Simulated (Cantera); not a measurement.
A closed system holds: 1 mol Al(CH₃)₃, 8.3 mol NH₃, 4.5 mol H₂, held at 1330 Pa.

Equilibrium computed with Cantera from the NASA thermochemical tables; the gas is ideal and each condensed phase is pure. Candidate condensed phases: Al, AlN, C, C₆H₆, C₇H₈, C₈H₁₈; 97 gas species. The feed counts by its element totals alone. Rates play no part.

Over these rows the condensed part is AlN(s) + C(graphite). Partial pressures as log10 of bar:

```tsv
T (K)	1000/T (1/K)	log p Al	log p H₂	log p N₂
1498	0.6676	-8.88	-1.94	-2.71
1598	0.6258	-7.49	-1.94	-2.71
1698	0.5889	-6.27	-1.94	-2.71
1798	0.5562	?	-1.95	-2.72
1898	0.5269	-4.22	-1.95	-2.72
1998	0.5005	-3.36	-1.97	-2.69
```

Problem. Fit log p(Al) = a + b·(1000/T) to the five rows, give the apparent enthalpy, and predict the row at 1798 K.

Solution. Means: 1000/T = 0.5819, log p = -6.044. Sxy = -0.626904, Sxx = 0.0189717, so b = -33.04 and a = -6.044 − (-33.04)×0.5819 = 13.18.
Apparent enthalpy: −19.145 × (-33.04) = 633 kJ/mol. With the condensed phases at unit activity, AlN(s) = Al(g) + 1/2 N₂(g) links this pressure to the main gases: over the six rows their terms move log p by -0.01 in all, so the slope is close to that reaction's ΔH°. The five rows lie within 0.01 of the line.
Prediction at 1798 K: 13.18 + (-33.04)×0.5562 = -5.20. The computed value is -5.18, 0.02 from the line.
